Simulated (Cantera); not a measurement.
An isothermal, constant-pressure homogeneous reactor starts with 74.6 % CH4, 25.4 % H2O, at 1775 K and 760 Torr.

Cantera simulation using GRI-Mech 3.0 (53 species, 325 reactions); the numbers are that mechanism's predictions, not measurements. GRI-Mech 3.0 stops at C3 and has no aromatics, soot or wall deposition, so with more carbon than oxygen in the feed, carbon stays in small species such as C2H2 where larger ones or solid carbon would form.

x: mole fraction; the columns are a selection and need not sum to one.

```tsv
t (s)	x CH4	x H2O	x C2H6	x HCO	x CH2	x C2H	x HO2
0.000200	0.673	0.247	0.00480	[?]	1.57e-6	1.23e-8	<1e-12
0.000735	0.482	0.219	0.00212	[?]	1.07e-6	1.54e-7	<1e-12
0.00270	0.263	0.183	0.000525	[?]	6.27e-7	3.41e-7	<1e-12
0.00993	0.107	0.153	8.93e-5	5.86e-9	3.81e-7	4.72e-7	<1e-12
0.0365	0.0405	0.122	1.45e-5	5.44e-9	2.38e-7	5.17e-7	<1e-12
0.134	0.0256	0.0712	6.23e-6	[?]	1.38e-7	4.36e-7	<1e-12
0.493	0.0181	0.0179	3.41e-6	[?]	6.14e-8	3.37e-7	<1e-12
1.81	0.0152	0.000327	2.65e-6	2.06e-8	3.88e-8	3.06e-7	<1e-12
6.66	0.0152	9.26e-7	2.64e-6	2.06e-8	3.84e-8	3.05e-7	<1e-12
24.5	0.0152	9.26e-7	2.64e-6	2.06e-8	3.84e-8	3.05e-7	<1e-12
90.0	0.0152	9.26e-7	2.64e-6	2.06e-8	3.84e-8	3.05e-7	<1e-12
```

### Question
What belongs in the gaps?

### Answer

- 0.000200, x HCO: 3.85e-8
- 0.000735, x HCO: 2.72e-8
- 0.00270, x HCO: 1.22e-8
- 0.134, x HCO: 1.08e-8
- 0.493, x HCO: 1.80e-8
